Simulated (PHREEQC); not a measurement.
1 kg of water holding 0.025 mol/kgw NaCl and 0.26 mol/kgw Na2SO4 is evaporated at 60 °C; the solids stay in contact with the brine. No CO2 enters from the air. The run lets Halite, Mirabilite, Thenardite precipitate or redissolve, and no other solid.

The series has 28 steps of water left (kg), from 1 to 0.005012.

Equilibrium calculation in PHREEQC: Pitzer model, pitzer.dat.

Which solids form, in which order, and at which step of the series does each first stand?

Thenardite from water left = 0.07809 kg.

Constants without temperature data keep their 25 °C values here.
